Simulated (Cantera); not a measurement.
# Carbon deposition, reforming and gasification: CH4 + O2 + H2

A closed system holds: 1 mol CH4, 0.064 mol O2, 1.2 mol H2, equilibrated at 43.0 bar.

Equilibrium computed with Cantera from the NASA thermochemical tables; the gas is ideal and each condensed phase is pure. Candidate condensed phases: C, C6H6, C7H8, C8H18, H2O; 110 gas species. The ideal-gas law is rough above about 30 bar. Equilibrium is a limit: real reactors are often held back by kinetics, nucleation or transport.

| T (K) | x H2 | x CO | x C2H2 (acetylene) | x CH4 | x H | n C(graphite) |
|---|---|---|---|---|---|---|
| 1875 | 0.937 | 0.0390 | 0.000297 | 0.0229 | 9.68e-5 | 0.795 |
| 1975 | 0.942 | 0.0389 | 0.000612 | 0.0173 | 0.000203 | 0.810 |
| 2075 | 0.946 | 0.0388 | 0.00117 | 0.0135 | 0.000395 | 0.819 |
| 2175 | 0.947 | 0.0388 | 0.00211 | 0.0107 | 0.000725 | 0.821 |
| 2275 | 0.947 | 0.0387 | 0.00361 | 0.00868 | 0.00126 | 0.817 |
| 2375 | 0.946 | 0.0387 | 0.00587 | 0.00715 | 0.00209 | 0.806 |
| 2475 | 0.942 | 0.0386 | 0.00916 | 0.00596 | 0.00333 | 0.788 |
| 2575 | 0.937 | 0.0385 | 0.0138 | 0.00503 | 0.00511 | 0.759 |
| 2675 | 0.928 | 0.0385 | 0.0200 | 0.00428 | 0.00759 | 0.717 |
| 2775 | 0.917 | 0.0384 | 0.0281 | 0.00366 | 0.0109 | 0.661 |
| 2875 | 0.902 | 0.0383 | 0.0384 | 0.00314 | 0.0153 | 0.587 |
x: gas mole fraction; n: condensed amount in mol.

From 1875 K to 2875 K the condensed part is C(graphite). The main C-bearing gas is CO at 1875 K and C2H2 (acetylene) at 2875 K. The share of C in condensed phases is highest at 2175 K (82.1 %) and lowest at 2875 K (58.7 %).
